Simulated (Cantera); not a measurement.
# Hydrocarbon pyrolysis for carbon deposition

An isothermal, constant-pressure homogeneous reactor starts with C3H8 : H2 = 1 : 2.4 (molar parts), at 1875 K and 20.0 Torr.

Detailed kinetics in Cantera: GRI-Mech 3.0 (53 species, 325 reactions). GRI-Mech 3.0 was tuned for natural gas; its chemistry of propane as a main component is partial and can be far from experiment. GRI-Mech 3.0 stops at C3 and has no aromatics, soot or wall deposition, so with more carbon than oxygen in the feed, carbon stays in small species such as C2H2 where larger ones or solid carbon would form. Radical loss at walls, strong at low pressure, is not modelled.

```csv
t (s),x C3H8,x H2,x CH3,x CH4,x C2H2,x C2H,x H
6.00e-6,0.258,0.689,0.0220,0.00311,5.14e-6,7.58e-11,0.00106
1.73e-5,0.179,0.648,0.0652,0.0252,0.000322,1.40e-8,0.00260
5.00e-5,0.0305,0.560,0.103,0.123,0.0140,2.19e-6,0.00758
0.000144,3.57e-5,0.582,0.0427,0.176,0.0996,1.40e-5,0.00689
0.000416,8.34e-7,0.623,0.0170,0.164,0.156,9.95e-6,0.00336
0.00120,1.79e-7,0.649,0.00898,0.145,0.184,7.00e-6,0.00209
0.00346,6.45e-8,0.672,0.00617,0.119,0.198,6.22e-6,0.00178
0.01000,2.13e-8,0.701,0.00433,0.0816,0.210,6.72e-6,0.00189
0.0288,3.16e-9,0.733,0.00239,0.0400,0.222,7.93e-6,0.00221
0.0832,1.69e-10,0.753,0.000965,0.0132,0.230,9.99e-6,0.00276
0.240,3.90e-12,0.760,0.000292,0.00332,0.233,1.22e-5,0.00334
0.693,<1e-12,0.762,8.55e-5,0.000928,0.234,1.28e-5,0.00351
2.00,<1e-12,0.762,3.47e-5,0.000375,0.234,1.28e-5,0.00353
```
x: mole fraction; the columns are a selection and need not sum to one.

Equilibrium at this temperature and pressure: C3H8 <1e-12, H2 0.762, CH3 2.69e-5, CH4 0.000290, C2H2 0.234, C2H 1.28e-5, H 0.00353 (gas phase only).
